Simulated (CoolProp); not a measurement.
1,2-dichloroethane at 293.15 K and 0.00656 MPa is throttled through a valve to 0.00222 MPa with no heat exchange. Each further row changes one setting.

The numbers come from the reference Helmholtz-energy equation of state, Thol 2015 in CoolProp.

```
case                          temperature change (K)  final density (kg/m³)
----------------------------  ----------------------  ---------------------
as stated                                       -0.2                 0.0903
outlet pressure 0.000666 MPa                       …                      …
outlet pressure 0.00289 MPa                     -0.2                      …
```

Problem. Complete the blanks.

Solution. 
- outlet pressure 0.000666 MPa, temperature change (K): -0.3
- outlet pressure 0.000666 MPa, final density (kg/m³): 0.0271
- outlet pressure 0.00289 MPa, final density (kg/m³): 0.118
